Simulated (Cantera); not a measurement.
A closed system holds: 1 mol Si, 0.35 mol CO2, 390 mol H2, 0.15 mol N2O, equilibrated at 1 atm.

Cantera equilibrium calculation (NASA polynomials, part measured and part estimated; ideal gas, pure solids and liquids). Candidate condensed phases: C, C6H6, C7H8, C8H18, H2O, Si, SiC, SiO2, Si2N2O, Si3N4; 151 gas species. Mutual solubility and eutectic melting of coexisting phases are not modelled. The tables hold silica as quartz up to 1696 K and as liquid above; real silica turns to tridymite and cristobalite and melts near 1996 K. Kinetics and transport are ignored.

x: gas mole fraction; n: condensed amount in mol.

```tsv
T (K)	x H2	x SiO	x CO	x H	x CH4	x N2	n Si(s)	n SiC(s)	n SiO2(β-quartz)	n Si2N2O(s)
1050	1.000	3.75e-9	1.01e-11	___	3.44e-5	<1e-12	0.0132	0.337	0.350	0.150
1125	1.000	5.27e-8	2.37e-10	___	3.02e-5	<1e-12	0.0116	0.338	0.350	0.150
1200	1.000	5.29e-7	3.72e-9	___	2.70e-5	4.75e-12	0.0102	0.339	0.350	0.150
1275	1.000	4.03e-6	4.20e-8	___	2.43e-5	8.32e-11	0.00846	0.340	0.349	0.150
1350	1.000	2.43e-5	3.61e-7	___	2.22e-5	1.06e-9	0.00383	0.341	0.345	0.150
1425	1.000	9.08e-5	5.87e-6	___	3.64e-5	2.42e-8	0	0.334	0.331	0.150
1500	1.000	0.000306	6.49e-5	___	5.31e-5	3.66e-7	0	0.304	0.277	0.150
1575	0.998	0.00110	0.000326	___	5.15e-5	2.44e-6	0	0.202	0.0699	0.149
1650	0.998	0.00140	0.000409	___	4.26e-5	2.89e-5	0	0.173	0	0.139
```

**Question.** Complete the blanks.

**Answer.** 
- 1050, x H: 8.06e-9
- 1125, x H: 4.41e-8
- 1200, x H: 1.96e-7
- 1275, x H: 7.32e-7
- 1350, x H: 2.37e-6
- 1425, x H: 6.78e-6
- 1500, x H: 1.75e-5
- 1575, x H: 4.13e-5
- 1650, x H: 9.02e-5
